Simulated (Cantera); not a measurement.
A perfectly stirred reactor is fed with C₃H₈ : H₂ = 1 : 5.4 (molar parts), at 0.188 atm; it is held at 1550 K, and followed from long to short residence time.

Detailed kinetics in Cantera: GRI-Mech 3.0 (53 species, 325 reactions). GRI-Mech 3.0 was tuned for natural gas; its chemistry of propane as a main component is partial and can be far from experiment. GRI-Mech 3.0 stops at C3 and has no aromatics, soot or wall deposition, so with more carbon than oxygen in the feed, carbon stays in small species such as C2H2 where larger ones or solid carbon would form.

**Question.** Predict: x(C₃H₈) at τ = 6.60 s; x(H₂) at τ = 6.60 s; x(C₂H₄) at τ = 6.60 s; x(H) at τ = 6.60 s; x(CH₂) at τ = 6.60 s; x(C₃H₈) at τ = 81.0 ms; x(H₂) at τ = 81.0 ms; x(C₂H₄) at τ = 81.0 ms; x(H) at τ = 81.0 ms; x(CH₂) at τ = 81.0 ms.

**Answer.** 
```
Item                      Result
----------------------  --------
x(C₃H₈) at τ = 6.60 s    3.62e-6
x(H₂) at τ = 6.60 s        0.811
x(C₂H₄) at τ = 6.60 s    0.00396
x(H) at τ = 6.60 s       7.64e-5
x(CH₂) at τ = 6.60 s     6.76e-9
x(C₃H₈) at τ = 81.0 ms  0.000184
x(H₂) at τ = 81.0 ms       0.781
x(C₂H₄) at τ = 81.0 ms   0.00844
x(H) at τ = 81.0 ms     0.000194
x(CH₂) at τ = 81.0 ms    8.34e-8
```
